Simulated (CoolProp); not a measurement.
Saturation properties of nitrous oxide.

Computed with CoolProp (reference Helmholtz-energy equation of state, Lemmon 2006). It is a short technical equation, of lower accuracy than the large ones.

| T (K) | p (MPa) | liquid density (kg/m³) | enthalpy of vaporisation (kJ/kg) | liquid cp (kJ/(kg K)) | vapour Z |
|---|---|---|---|---|---|
| 197 | 0.2007 | 1194 | 360.0 | 1.732 | 0.9573 |
| 203.3 | 0.2746 | 1174 | 352.3 | 1.743 | 0.9467 |
| 209.5 | 0.3660 | 1155 | 344.5 | 1.757 | 0.9348 |
| 215.8 | 0.4810 | 1134 | 336.2 | 1.775 | 0.9211 |
| 222 | 0.6190 | 1114 | 327.6 | 1.795 | 0.9061 |
| 228.3 | 0.7875 | 1092 | 318.4 | 1.821 | 0.8891 |
| 234.5 | 0.9845 | 1070 | 308.9 | 1.851 | 0.8707 |
| 240.8 | 1.220 | 1047 | 298.7 | 1.888 | 0.8502 |

It boils at 184.7 K under 1 atm.
